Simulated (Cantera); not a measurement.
Equilibrium for silicon epitaxy and polysilicon growth: SiH₂Cl₂ + Cl₂ + H₂

Input: 1 mol SiH₂Cl₂, 0.027 mol Cl₂, 5.1 mol H₂, at 46.0 mbar.

Cantera equilibrium calculation (NASA polynomials, part measured and part estimated; ideal gas, pure solids and liquids). Candidate condensed phases: Si; 19 gas species. The tables' values for SiCl₃, SiCl are old estimates; treat these amounts as uncertain. Equilibrium is a limit: real reactors are often held back by kinetics, nucleation or transport.

```json
[
 {"T (K)": "948", "log p H₂": "-1.38", "log p HCl": "-3.20", "log p SiCl₂": "-4.84", "log p SiCl₄": "-2.56", "log p SiHCl₃": "-3.09", "log p SiCl₃": "-4.46", "log p SiH₂Cl₂": "-4.61", "log p H": "-9.97", "n Si(s)": "0.476"},
 {"T (K)": "1048", "log p H₂": "-1.39", "log p HCl": "-2.84", "log p SiCl₂": "-4.03", "log p SiCl₄": "-2.60", "log p SiHCl₃": "-3.14", "log p SiCl₃": "-3.95", "log p SiH₂Cl₂": "-4.61", "log p H": "-8.81", "n Si(s)": "0.499"},
 {"T (K)": "1148", "log p H₂": "-1.40", "log p HCl": "-2.57", "log p SiCl₂": "-3.40", "log p SiCl₄": "-2.70", "log p SiHCl₃": "-3.23", "log p SiCl₃": "-3.57", "log p SiH₂Cl₂": "-4.66", "log p H": "-7.84", "n Si(s)": "0.523"},
 {"T (K)": "1248", "log p H₂": "-1.41", "log p HCl": "-2.38", "log p SiCl₂": "-2.94", "log p SiCl₄": "-2.92", "log p SiHCl₃": "-3.41", "log p SiCl₃": "-3.36", "log p SiH₂Cl₂": "-4.77", "log p H": "-7.04", "n Si(s)": "0.526"},
 {"T (K)": "1348", "log p H₂": "-1.43", "log p HCl": "-2.27", "log p SiCl₂": "-2.66", "log p SiCl₄": "-3.33", "log p SiHCl₃": "-3.74", "log p SiCl₃": "-3.35", "log p SiH₂Cl₂": "-4.98", "log p H": "-6.35", "n Si(s)": "0.501"},
 {"T (K)": "1448", "log p H₂": "-1.44", "log p HCl": "-2.23", "log p SiCl₂": "-2.54", "log p SiCl₄": "-3.90", "log p SiHCl₃": "-4.18", "log p SiCl₃": "-3.50", "log p SiH₂Cl₂": "-5.26", "log p H": "-5.75", "n Si(s)": "0.474"},
 {"T (K)": "1548", "log p H₂": "-1.44", "log p HCl": "-2.22", "log p SiCl₂": "-2.49", "log p SiCl₄": "-4.51", "log p SiHCl₃": "-4.64", "log p SiCl₃": "-3.72", "log p SiH₂Cl₂": "-5.56", "log p H": "-5.23", "n Si(s)": "0.457"}
]
```
log p: log10 of the partial pressure in bar; n: condensed amount in mol.

From 948 K to 1548 K the condensed part is Si(s). The main Si-bearing gas is SiCl₄ at 948 K and SiCl₂ at 1548 K. The share of Si in condensed phases is highest at 1248 K (52.6 %) and lowest at 1548 K (45.7 %).
